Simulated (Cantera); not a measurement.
Input (Python, Cantera) and output of one run.

```python
import numpy as np
import cantera as ct

gas_names = """
    H HO2 H2 H2O H2O2 O OH O2 O3 P PH PH3 PO PO2 P2 P4 P4O10
""".split()
cond_names = """
    H2O(s) H2O(L) P(cr) P(L) P4O10(s)
""".split()


def load(file, names, dense=False):
    # The tables refer to 1 bar. Condensed volumes are neglected.
    table = {s.name: s for s in ct.Species.list_from_file(file)}
    out = []
    for n in names:
        d = dict(table[n].input_data)
        d["thermo"] = dict(d["thermo"], **{"reference-pressure": 1e5})
        if dense:
            d["equation-of-state"] = {"model": "constant-volume", "density": "1e6 g/cm^3"}
        out.append(ct.Species.from_dict(d))
    return out


gas = ct.Solution(thermo="ideal-gas", species=load("nasa_gas.yaml", gas_names))
cond = {s.name: ct.Solution(thermo="fixed-stoichiometry", species=[s], name=s.name)
        for s in load("nasa_condensed.yaml", cond_names, dense=True)}
atoms = {
    'PH3': {'P': 1, 'H': 3},
    'O2': {'O': 2},
}
top_T = {'P4O10(s)': 690}  # K; cautious upper limits of use, not melting points


def equilibrate(T, P, feed):
    n = {}
    for name, mol in feed.items():
        for a, k in atoms[name].items():
            n[a] = n.get(a, 0.0) + k * mol
    gas.TPX = T, P, n
    mass = sum(n.values()) * gas.mean_molecular_weight
    gas.equilibrate("TP")
    valid = [c for c in cond.values() if c.min_temp <= T <= top_T.get(c.name, c.max_temp)]
    mix = ct.Mixture([(gas, mass / gas.mean_molecular_weight)] + [(c, 0.0) for c in valid])
    mix.T, mix.P = T, P
    mix.equilibrate("TP", solver="vcs", rtol=1e-11, max_steps=5000)
    return mix


results = []
T = 1675  # K
P = 101325  # Pa
for m in [0.38, 0.44, 0.51, 0.59, 0.68, 0.79, 0.91, 1, 1.2, 1.4, 1.6]:
    feed = {'PH3': 1, 'O2': m}  # mol
    mix = equilibrate(T, P, feed)
    results.append((T, P, feed, dict(zip(mix.species_names, mix.species_moles))))

top = {s: max(r[3][s] / sum(r[3][g] for g in gas_names) for r in results) for s in gas_names}
cols = sorted((s for s in top if top[s] > 1e-05), key=lambda s: -top[s])[:5]
seen = [c for c in cond_names if any(r[3].get(c, 0) > 1e-12 for r in results)]
print("log10 of partial pressures in bar; condensed amounts in mol")
print(f"{'n(O2)':>10s}" + "".join(f"{s[:9]:>10s}" for s in cols + seen))
for T, P, feed, n in results:
    ng = sum(n[g] for g in gas_names)
    print(f"{feed['O2']:10.4g}" + "".join(f"{np.log10(max(n[s] / ng * P / 1e5, 1e-99)):10.3f}" for s in cols)
          + "".join(f"{n.get(c, 0):10.4g}" for c in seen))
```

Output:

```
log10 of partial pressures in bar; condensed amounts in mol
     n(O2)       H2O        H2       PO2        P2     P4O10
      0.38    -0.543    -0.340    -1.486    -0.691    -5.879
      0.44    -0.503    -0.373    -1.349    -0.711    -5.185
      0.51    -0.468    -0.411    -1.216    -0.737    -4.509
      0.59    -0.437    -0.451    -1.092    -0.771    -3.872
      0.68    -0.412    -0.492    -0.981    -0.814    -3.294
      0.79    -0.391    -0.537    -0.879    -0.875    -2.751
      0.91    -0.373    -0.577    -0.801    -0.950    -2.324
         1    -0.362    -0.603    -0.760    -1.013    -2.087
       1.2    -0.338    -0.650    -0.703    -1.184    -1.719
       1.4    -0.309    -0.697    -0.679    -1.437    -1.469
       1.6    -0.266    -0.770    -0.688    -1.920    -1.272
```

Equilibrium computed with Cantera from the NASA thermochemical tables; the gas is ideal and each condensed phase is pure. Gases not in the tables: HPO2, HPO3 and P4O6.
